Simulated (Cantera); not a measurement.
Cantera run, input and output.

```python
import numpy as np
import cantera as ct

gas = ct.Solution("gri30.yaml")
gas.TPX = 2050, 13332, {'CH4': 1, 'CO2': 0.36}
inlet = ct.Reservoir(gas, clone=True)

reactor = ct.IdealGasConstPressureReactor(gas, energy="off", clone=False)
exhaust = ct.Reservoir(gas, clone=True)
tau = [5.1, 2.3, 1.1, 0.49, 0.22, 0.1, 0.047, 0.022, 0.0099, 0.0045][0]
for a, b in ((inlet, reactor), (reactor, exhaust)):
    ct.MassFlowController(a, b, mdot=lambda t: reactor.mass / tau)
net = ct.ReactorNet([reactor])
show = ['CH4', 'CO2', 'H2O', 'CH2CO', 'O', 'H2']

rows = []
print(f"{'tau/s':>10s}{'T/K':>9s}" + "".join(f"{s:>11s}" for s in show))
for tau in [5.1, 2.3, 1.1, 0.49, 0.22, 0.1, 0.047, 0.022, 0.0099, 0.0045]:
    net.initial_time = 0.0
    net.advance(30 * tau)
    before = gas.X
    net.advance(40 * tau)
    drift = np.max(np.abs(gas.X - before) / (gas.X + 1e-9))
    rows.append([gas.T, *gas[show].X, drift])
    print(f"{tau:10.3e}{gas.T:9.1f}" + "".join(f"{x:11.3e}" for x in gas[show].X))
```

Result:

```
     tau/s      T/K        CH4        CO2        H2O      CH2CO          O         H2
 5.100e+00   2050.0  1.593e-03  8.985e-05  7.223e-04  8.380e-07  1.457e-09  6.116e-01
 2.300e+00   2050.0  2.402e-03  2.003e-04  1.602e-03  1.629e-06  3.106e-09  6.101e-01
 1.100e+00   2050.0  3.557e-03  4.208e-04  3.335e-03  3.105e-06  6.105e-09  6.076e-01
 4.900e-01   2050.0  5.536e-03  9.400e-04  7.320e-03  6.420e-06  1.221e-08  6.024e-01
 2.200e-01   2050.0  8.651e-03  2.026e-03  1.524e-02  1.313e-05  2.240e-08  5.927e-01
 1.000e-01   2050.0  1.346e-02  4.120e-03  2.892e-02  2.555e-05  3.630e-08  5.765e-01
 4.700e-02   2050.0  2.058e-02  7.758e-03  4.778e-02  4.490e-05  5.038e-08  5.537e-01
 2.200e-02   2050.0  3.167e-02  1.432e-02  6.918e-02  7.049e-05  6.062e-08  5.253e-01
 9.900e-03   2050.0  5.055e-02  2.745e-02  8.610e-02  9.509e-05  6.294e-08  4.942e-01
 4.500e-03   2050.0  8.154e-02  5.169e-02  8.719e-02  1.021e-04  5.598e-08  4.669e-01
```

Model: GRI-Mech 3.0 (53 species, 325 reactions), integrated in Cantera. GRI-Mech 3.0 stops at C3 and has no aromatics, soot or wall deposition, so with more carbon than oxygen in the feed, carbon stays in small species such as C2H2 where larger ones or solid carbon would form.
